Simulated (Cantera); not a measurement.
**Premixed flame**

A freely propagating, adiabatic, planar premixed flame of 25.2 % H2, 10.5 % O2, 44.1 % N2, 20.2 % H2O, equivalence ratio 1.2, unburnt at 600 K and 10.0 bar; mixture-averaged transport, grid criteria slope 0.08 and curve 0.16, no radiation.

Cantera simulation using the H2/O2 subset of GRI-Mech 3.0, which has no nitrogen chemistry; the numbers are that mechanism's predictions, not measurements. The hydrogen kinetics of GRI-Mech 3.0 are dated; newer H2 mechanisms differ, most at raised pressure. Burning velocities carry a grid error of a few per cent, more on coarse grids.

```json
[
 {"z (mm)": "-0.114", "T (K)": "601", "u (m/s)": "1.62", "x H2": "0.249", "x O2": "0.106", "x H2O": "0.203", "x HO2": "2.02e-7", "x OH": "<1e-8", "x H": "<1e-8"},
 {"z (mm)": "-0.0757", "T (K)": "605", "u (m/s)": "1.61", "x H2": "0.241", "x O2": "0.107", "x H2O": "0.205", "x HO2": "2.49e-6", "x OH": "<1e-8", "x H": "<1e-8"},
 {"z (mm)": "-0.0568", "T (K)": "613", "u (m/s)": "1.62", "x H2": "0.232", "x O2": "0.108", "x H2O": "0.209", "x HO2": "8.36e-6", "x OH": "<1e-8", "x H": "<1e-8"},
 {"z (mm)": "-0.0378", "T (K)": "649", "u (m/s)": "1.67", "x H2": "0.210", "x O2": "0.109", "x H2O": "0.219", "x HO2": "5.29e-5", "x OH": "<1e-8", "x H": "<1e-8"},
 {"z (mm)": "-0.0189", "T (K)": "876", "u (m/s)": "2.16", "x H2": "0.158", "x O2": "0.102", "x H2O": "0.259", "x HO2": "0.000666", "x OH": "5.24e-6", "x H": "5.40e-6"},
 {"z (mm)": "-0.00946", "T (K)": "1193", "u (m/s)": "2.90", "x H2": "0.121", "x O2": "0.0816", "x H2O": "0.309", "x HO2": "0.00114", "x OH": "0.000243", "x H": "0.000377"},
 {"z (mm)": "0", "T (K)": "1538", "u (m/s)": "3.71", "x H2": "0.0846", "x O2": "0.0512", "x H2O": "0.370", "x HO2": "0.000581", "x OH": "0.00124", "x H": "0.00242"},
 {"z (mm)": "0.00946", "T (K)": "1754", "u (m/s)": "4.23", "x H2": "0.0599", "x O2": "0.0271", "x H2O": "0.412", "x HO2": "0.000227", "x OH": "0.00289", "x H": "0.00449"},
 {"z (mm)": "0.0189", "T (K)": "1868", "u (m/s)": "4.50", "x H2": "0.0476", "x O2": "0.0143", "x H2O": "0.434", "x HO2": "9.75e-5", "x OH": "0.00412", "x H": "0.00493"},
 {"z (mm)": "0.0378", "T (K)": "1971", "u (m/s)": "4.73", "x H2": "0.0391", "x O2": "0.00537", "x H2O": "0.451", "x HO2": "2.94e-5", "x OH": "0.00444", "x H": "0.00393"},
 {"z (mm)": "0.0757", "T (K)": "2037", "u (m/s)": "4.88", "x H2": "0.0354", "x O2": "0.00176", "x H2O": "0.460", "x HO2": "7.82e-6", "x OH": "0.00324", "x H": "0.00232"},
 {"z (mm)": "0.151", "T (K)": "2071", "u (m/s)": "4.96", "x H2": "0.0338", "x O2": "0.000543", "x H2O": "0.464", "x HO2": "1.74e-6", "x OH": "0.00189", "x H": "0.00121"},
 {"z (mm)": "0.303", "T (K)": "2087", "u (m/s)": "4.99", "x H2": "0.0332", "x O2": "0.000146", "x H2O": "0.467", "x HO2": "2.91e-7", "x OH": "0.000997", "x H": "0.000610"}
]
```
x: mole fraction of selected species; z is measured from the peak of heat release.

```
Quantity                     Result
------------------------  ---------
laminar burning velocity   162 cm/s
thermal thickness         0.0378 mm
peak x(HO2)                 0.00116
peak x(OH)                  0.00454
peak x(H)                   0.00494
grid points                     109
```
